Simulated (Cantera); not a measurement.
A closed system holds: 1 mol AlN, 0.37 mol H₂O, at 19.0 Pa.

Method: chemical equilibrium by Gibbs-energy minimisation in Cantera with the NASA 1993 tables (ideal gas, pure condensed phases). Candidate condensed phases: Al, AlN, Al₂O₃, H₂O; 35 gas species. Mutual solubility and eutectic melting of coexisting phases are not modelled. Equilibrium is a limit: real reactors are often held back by kinetics, nucleation or transport. All values below are at 1350 °C.

Base state: H₂ 0.743, N₂ 0.250, H 0.00432, Al 0.00226, Al₂O 0.000407, AlH 2.08e-5 (mole fractions); condensed: AlN(s) + Al₂O₃(s).

Task: What changes in the equilibrium state with this change: pressure from 19.0 Pa to 0.100 bar?

Result: 
| species | before | after |
|---|---|---|
| H₂ | 0.743 | 0.750 |
| N₂ | 0.250 | 0.250 |
| H | 0.00432 | 0.000189 |
| Al | 0.00226 | 1.87e-7 |
| Al₂O | 0.000407 | 1.19e-8 |
| AlH | 2.08e-5 | 3.96e-8 |
| AlN(s), mol | 0.752 | 0.753 |
| Al₂O₃(s), mol | 0.123 | 0.123 |

Task: What changes in the equilibrium state with this change: H₂O from 0.37 to 4.1 mol?

Result: 
| species | before | after |
|---|---|---|
| H₂O | 1.16e-6 | 0.564 |
| H₂ | 0.743 | 0.324 |
| N₂ | 0.250 | 0.109 |
| Al | 0.00226 | <1e-9 |
| Al₂O | 0.000407 | <1e-9 |
| OH | <1e-9 | 0.000208 |
| AlH | 2.08e-5 | <1e-9 |
| AlN(s), mol | 0.752 | 0 |
| Al₂O₃(s), mol | 0.123 | 0.500 |
